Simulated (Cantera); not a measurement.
What does this Cantera script print?

```python
import numpy as np
import cantera as ct

gas = ct.Solution("SiF4_NH3_mec.yaml", "gas")
gas.TPX = 1825, 100000, {'NH3': 1, 'N2': 6.3}
inlet = ct.Reservoir(gas, clone=True)

reactor = ct.IdealGasConstPressureReactor(gas, energy="off", clone=False)
exhaust = ct.Reservoir(gas, clone=True)
tau = [4.4, 2, 0.94, 0.43, 0.2, 0.093, 0.043, 0.02, 0.0091, 0.0042, 0.002][0]
for a, b in ((inlet, reactor), (reactor, exhaust)):
    ct.MassFlowController(a, b, mdot=lambda t: reactor.mass / tau)
net = ct.ReactorNet([reactor])
show = ['NH3', 'H2', 'N', 'NH', 'NH2']

rows = []
print(f"{'tau/s':>10s}{'T/K':>9s}" + "".join(f"{s:>11s}" for s in show))
for tau in [4.4, 2, 0.94, 0.43, 0.2, 0.093, 0.043, 0.02, 0.0091, 0.0042, 0.002]:
    net.initial_time = 0.0
    net.advance(30 * tau)
    before = gas.X
    net.advance(40 * tau)
    drift = np.max(np.abs(gas.X - before) / (gas.X + 1e-9))
    rows.append([gas.T, *gas[show].X, drift])
    print(f"{tau:10.3e}{gas.T:9.1f}" + "".join(f"{x:11.3e}" for x in gas[show].X))
```

It prints:

```
     tau/s      T/K        NH3         H2          N         NH        NH2
 4.400e+00   1825.0  1.435e-02  1.617e-01  1.160e-07  8.765e-07  2.757e-05
 2.000e+00   1825.0  2.432e-02  1.485e-01  1.346e-07  1.161e-06  4.152e-05
 9.400e-01   1825.0  3.922e-02  1.289e-01  1.475e-07  1.462e-06  5.969e-05
 4.300e-01   1825.0  6.037e-02  1.010e-01  1.529e-07  1.761e-06  8.260e-05
 2.000e-01   1825.0  8.375e-02  7.012e-02  1.470e-07  1.981e-06  1.062e-04
 9.300e-02   1825.0  1.046e-01  4.262e-02  1.270e-07  2.069e-06  1.277e-04
 4.300e-02   1825.0  1.194e-01  2.302e-02  9.317e-08  1.993e-06  1.462e-04
 2.000e-02   1825.0  1.281e-01  1.153e-02  5.577e-08  1.776e-06  1.616e-04
 9.100e-03   1825.0  1.328e-01  5.356e-03  2.708e-08  1.491e-06  1.734e-04
 4.200e-03   1825.0  1.350e-01  2.408e-03  1.201e-08  1.235e-06  1.777e-04
 2.000e-03   1825.0  1.361e-01  1.055e-03  5.376e-09  1.023e-06  1.717e-04
```

Computed with Cantera and the gas-phase N/H chemistry of the illustrative SiF4/NH3 mechanism in the Surface Chemkin manual (1991). Walls and surfaces, which speed up NH3 decomposition in real reactors, are not modelled.
